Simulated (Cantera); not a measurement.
A freely propagating, adiabatic, planar premixed flame of 12.2 % CH₄, 17.5 % O₂, 65.6 % N₂, 4.65 % H₂O, equivalence ratio 1.4, unburnt at 575 K and 90000 Pa; mixture-averaged transport, grid criteria slope 0.08 and curve 0.16, no radiation.

Cantera simulation using GRI-Mech 3.0 (53 species, 325 reactions); the numbers are that mechanism's predictions, not measurements. Burning velocities carry a grid error of a few per cent, more on coarse grids.

x: mole fraction of selected species; z is measured from the peak of heat release.

```csv
z (mm),T (K),u (m/s),x CH₄,x O₂,x H₂O,x HCO,x CH₂O,x N₂O
-1.97,575,0.558,0.122,0.174,0.0464,<1e-8,1.79e-7,<1e-8
-1.32,581,0.566,0.121,0.173,0.0469,<1e-8,3.27e-6,<1e-8
-0.987,600,0.589,0.118,0.171,0.0493,<1e-8,2.12e-5,<1e-8
-0.658,?,0.704,0.109,0.161,0.0621,<1e-8,0.000179,<1e-8
-0.329,?,1.15,0.0737,0.120,0.110,3.91e-7,0.000872,<1e-8
-0.164,?,1.54,0.0413,0.0784,0.152,6.64e-6,0.000939,1.35e-8
0,?,1.90,0.0122,0.0338,0.190,1.86e-5,0.000453,1.91e-8
0.164,1985,2.07,0.00202,0.00995,0.207,1.08e-5,0.000132,1.63e-8
0.329,2033,2.12,0.000332,0.00265,0.210,2.91e-6,3.04e-5,1.26e-8
0.658,2054,2.14,1.77e-5,0.000321,0.208,2.62e-7,1.94e-6,<1e-8
1.32,2066,2.15,4.02e-7,0.000111,0.207,7.48e-8,4.42e-8,<1e-8
2.63,2077,2.16,<1e-8,6.61e-5,0.208,5.53e-8,<1e-8,<1e-8
5.26,2088,2.17,<1e-8,3.18e-5,0.209,3.84e-8,<1e-8,<1e-8
```

### Question
Fill in the missing entries.

### Answer

- -0.658, T (K): 708
- -0.329, T (K): 1134
- -0.164, T (K): 1498
- 0, T (K): 1826
